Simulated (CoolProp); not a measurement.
Cyclohexane along the isobar 58.4 bar: fugacity coefficient from the reference equation and from simpler models built on Tc = 553.6 K, pc = 40.81 bar, ω = 0.209; each cubic takes its own stable root.

Model: reference Helmholtz-energy equation of state, Zhou 2014, in CoolProp.

```json
[
 {"T (K)": "449.6", "phase": "liquid", "reference": "0.1587"},
 {"T (K)": "459.2", "phase": "liquid", "reference": "0.1828"},
 {"T (K)": "468.9", "phase": "liquid", "reference": "0.2091"},
 {"T (K)": "478.5", "phase": "liquid", "reference": "0.2369"},
 {"T (K)": "488.2", "phase": "liquid", "reference": "0.2667"},
 {"T (K)": "497.9", "phase": "liquid", "reference": "0.2982"},
 {"T (K)": "507.5", "phase": "liquid", "reference": "0.3307"},
 {"T (K)": "517.2", "phase": "liquid", "reference": "0.3648"}
]
```

Task: How far does each simpler model (van der Waals, Redlich-Kwong, Soave-Redlich-Kwong, Peng-Robinson) lie from the reference over these 8 states: mean and median of the absolute difference, and the worst?

Result: 
- van der Waals: mean 50.0 %, median 47.3 %, worst +83.2 % at 449.6 K and 58.4 bar
- Redlich-Kwong: mean 14.4 %, median 14.1 %, worst +21.9 % at 449.6 K and 58.4 bar
- Soave-Redlich-Kwong: mean 3.0 %, median 3.0 %, worst +3.1 % at 497.9 K and 58.4 bar
- Peng-Robinson: mean 1.5 %, median 1.5 %, worst -1.5 % at 449.6 K and 58.4 bar
